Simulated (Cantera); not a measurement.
Input: 1 mol Si3N4, 0.4 mol H2O, 2.8 mol N2, equilibrated at 98.0 Pa.

Method: chemical equilibrium by Gibbs-energy minimisation in Cantera with the NASA 1993 tables (ideal gas, pure condensed phases). Candidate condensed phases: H2O, Si, SiO2, Si2N2O, Si3N4; 35 gas species. Mutual solubility and eutectic melting of coexisting phases are not modelled. The tables' values for SiN are old estimates; treat these amounts as uncertain. Kinetics and transport are ignored.

x: gas mole fraction; n: condensed amount in mol.

```csv
T (K),x N2,x H2,x SiO,x Si,x H,x Si2N,x Si2,n Si2N2O(s),n Si3N4(s),n Si(l)
1125,0.880,0.120,6.00e-11,<1e-12,4.92e-7,<1e-12,<1e-12,0.400,0.733,0
1200,0.880,0.120,2.97e-9,1.46e-12,2.18e-6,<1e-12,<1e-12,0.400,0.733,0
1275,0.880,0.120,9.20e-8,8.71e-11,8.16e-6,<1e-12,<1e-12,0.400,0.733,0
1350,0.880,0.120,1.93e-6,3.29e-9,2.64e-5,5.00e-12,<1e-12,0.400,0.733,0
1425,0.880,0.120,2.93e-5,8.42e-8,7.55e-5,3.11e-10,3.14e-12,0.400,0.733,0
1500,0.880,0.120,0.000336,1.55e-6,0.000195,1.27e-8,2.87e-10,0.399,0.734,0
1575,0.877,0.119,[?],[?],[?],[?],[?],0.390,0.737,0
1650,0.860,0.116,0.0225,0.000239,0.000987,7.68e-6,7.05e-7,0.323,0.759,0
1725,0.856,0.0705,0.0713,0.00104,0.00158,2.93e-5,4.94e-6,0,0,2.59
1800,0.853,0.0696,0.0711,[?],[?],[?],[?],0,0,2.58
1875,0.847,0.0678,0.0706,0.00924,0.00545,0.000141,6.94e-5,0,0,2.54
1950,0.832,0.0646,0.0693,0.0243,0.00931,0.000281,0.000223,0,0,2.45
```

Task: Complete the blanks.

Result: 
- 1575, x SiO: 0.00304
- 1575, x Si: 2.16e-5
- 1575, x H: 0.000458
- 1575, x Si2N: 3.63e-7
- 1575, x Si2: 1.70e-8
- 1800, x Si: 0.00324
- 1800, x H: 0.00302
- 1800, x Si2N: 6.67e-5
- 1800, x Si2: 1.96e-5
